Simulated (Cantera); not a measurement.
A perfectly stirred reactor is fed with 10.5 % CH₄, 1.26 % C₂H₆, 14.9 % O₂, 73.4 % N₂, at 5.00 bar; it is adiabatic with a 475 K inlet, and is followed from long to short residence time, starting on the burning branch (τ in s: 0.29, 0.12, 0.045, 0.018, 0.0069, 0.0027, 0.0011, 0.00041, 0.00016, 6.3e-05, 2.5e-05, 9.6e-06, 3.8e-06).

Computed with Cantera and GRI-Mech 3.0 (53 species, 325 reactions).

Problem. Predict: blow-out, bracketed by the residence times tried; x(CH₄) at τ = 0.290 s; x(C₂H₆) at τ = 0.290 s; x(O₂) at τ = 0.290 s; x(CH₂CO) at τ = 0.290 s; x(CH₄) at τ = 1.10 ms; x(C₂H₆) at τ = 1.10 ms; x(O₂) at τ = 1.10 ms.

Solution. blow-out, bracketed by the residence times tried: burning at 2.70 ms, out at 1.10 ms
x(CH₄) at τ = 0.290 s: 0.00735
x(C₂H₆) at τ = 0.290 s: 6.10e-6
x(O₂) at τ = 0.290 s: 0.000253
x(CH₂CO) at τ = 0.290 s: 1.07e-5
x(CH₄) at τ = 1.10 ms: 0.105
x(C₂H₆) at τ = 1.10 ms: 0.0126
x(O₂) at τ = 1.10 ms: 0.149
